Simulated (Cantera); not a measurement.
Feed: 1 mol CH3SiCl3, 0.094 mol C2H4, 6.6 mol H2, equilibrated at 2300 K and 0.270 bar.

Equilibrium computed with Cantera from the NASA thermochemical tables; the gas is ideal and each condensed phase is pure. Candidate condensed phases: C, C6H6, C7H8, C8H18, Si, SiC; 109 gas species. The feed counts by its element totals alone. The tables' values for SiCl, SiCl3 are old estimates; treat these amounts as uncertain. Gases not in the tables: Si2H6 and higher silanes. Kinetics and transport are ignored.

Problem. What is the equilibrium state?

Solution. 
- x(H2) = 0.701
- x(HCl) = 0.252
- x(SiCl2) = 0.0228
- x(H) = 0.0156
- x(Cl) = 0.00404
- x(C2H2 (acetylene)) = 0.00303
- x(SiCl) = 0.000654
- x(Si) = 0.000496
- x(SiCl3) = 0.000329
- n(C(graphite)) = 0.368 mol
- n(SiC(s)) = 0.757 mol
- gas amount = 9.893 mol
- log10 activity of Si(l) (absent) = -0.84
